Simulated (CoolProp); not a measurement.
Model: reference Helmholtz-energy equation of state, Lemmon 2006, in CoolProp. It is a short technical equation, of lower accuracy than the large ones.

For nitrous oxide, give the phase and the density (kg/m³), fugacity coefficient at 240.8 K and 28.4 MPa; 258 K and 28.4 MPa.


- 240.8 K and 28.4 MPa: liquid; density 1120, fugacity coefficient 0.0650
- 258 K and 28.4 MPa: liquid; density 1070, fugacity coefficient 0.102
